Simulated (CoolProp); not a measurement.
Properties of methanol along the isotherm 620 K (Tc = 513.4 K, pc = 8.216 MPa, ω = 0.565).

The numbers come from the reference Helmholtz-energy equation of state, de Reuck 1993 in CoolProp.

```json
[
 {"p (MPa)": "0.77", "phase": "gas", "Joule-Thomson coefficient (K/MPa)": "3.576", "expansivity (1/kK)": "1.675", "viscosity (µPa s)": "20.4", "conductivity (mW/(m K))": "56.8"},
 {"p (MPa)": "1.54", "phase": "gas", "Joule-Thomson coefficient (K/MPa)": "3.735", "expansivity (1/kK)": "1.748", "viscosity (µPa s)": "20.4", "conductivity (mW/(m K))": "58.1"},
 {"p (MPa)": "2.31", "phase": "gas", "Joule-Thomson coefficient (K/MPa)": "3.875", "expansivity (1/kK)": "1.834", "viscosity (µPa s)": "20.4", "conductivity (mW/(m K))": "59.4"},
 {"p (MPa)": "3.08", "phase": "gas", "Joule-Thomson coefficient (K/MPa)": "3.990", "expansivity (1/kK)": "1.933", "viscosity (µPa s)": "20.4", "conductivity (mW/(m K))": "60.8"},
 {"p (MPa)": "3.85", "phase": "gas", "Joule-Thomson coefficient (K/MPa)": "4.079", "expansivity (1/kK)": "2.045", "viscosity (µPa s)": "20.5", "conductivity (mW/(m K))": "62.3"},
 {"p (MPa)": "4.62", "phase": "gas", "Joule-Thomson coefficient (K/MPa)": "4.142", "expansivity (1/kK)": "2.168", "viscosity (µPa s)": "20.5", "conductivity (mW/(m K))": "63.8"},
 {"p (MPa)": "5.39", "phase": "gas", "Joule-Thomson coefficient (K/MPa)": "4.181", "expansivity (1/kK)": "2.304", "viscosity (µPa s)": "20.7", "conductivity (mW/(m K))": "65.5"},
 {"p (MPa)": "6.16", "phase": "gas", "Joule-Thomson coefficient (K/MPa)": "4.201", "expansivity (1/kK)": "2.453", "viscosity (µPa s)": "20.8", "conductivity (mW/(m K))": "67.2"},
 {"p (MPa)": "6.93", "phase": "gas", "Joule-Thomson coefficient (K/MPa)": "4.212", "expansivity (1/kK)": "2.616", "viscosity (µPa s)": "21.0", "conductivity (mW/(m K))": "69.0"},
 {"p (MPa)": "7.7", "phase": "gas", "Joule-Thomson coefficient (K/MPa)": "4.224", "expansivity (1/kK)": "2.797", "viscosity (µPa s)": "21.2", "conductivity (mW/(m K))": "70.9"},
 {"p (MPa)": "8.47", "phase": "supercritical", "Joule-Thomson coefficient (K/MPa)": "4.243", "expansivity (1/kK)": "3.002", "viscosity (µPa s)": "21.4", "conductivity (mW/(m K))": "72.8"},
 {"p (MPa)": "9.24", "phase": "supercritical", "Joule-Thomson coefficient (K/MPa)": "4.269", "expansivity (1/kK)": "3.233", "viscosity (µPa s)": "21.7", "conductivity (mW/(m K))": "74.9"},
 {"p (MPa)": "10", "phase": "supercritical", "Joule-Thomson coefficient (K/MPa)": "4.289", "expansivity (1/kK)": "3.487", "viscosity (µPa s)": "22.1", "conductivity (mW/(m K))": "77.1"},
 {"p (MPa)": "10.8", "phase": "supercritical", "Joule-Thomson coefficient (K/MPa)": "4.282", "expansivity (1/kK)": "3.772", "viscosity (µPa s)": "22.5", "conductivity (mW/(m K))": "79.6"},
 {"p (MPa)": "11.6", "phase": "supercritical", "Joule-Thomson coefficient (K/MPa)": "4.228", "expansivity (1/kK)": "4.056", "viscosity (µPa s)": "23.0", "conductivity (mW/(m K))": "82.1"},
 {"p (MPa)": "12.3", "phase": "supercritical", "Joule-Thomson coefficient (K/MPa)": "4.144", "expansivity (1/kK)": "4.295", "viscosity (µPa s)": "23.5", "conductivity (mW/(m K))": "84.5"}
]
```

Viscosity comes from a separate model (Xiang 2006). Thermal conductivity comes from a separate model (Sykioti 2013).
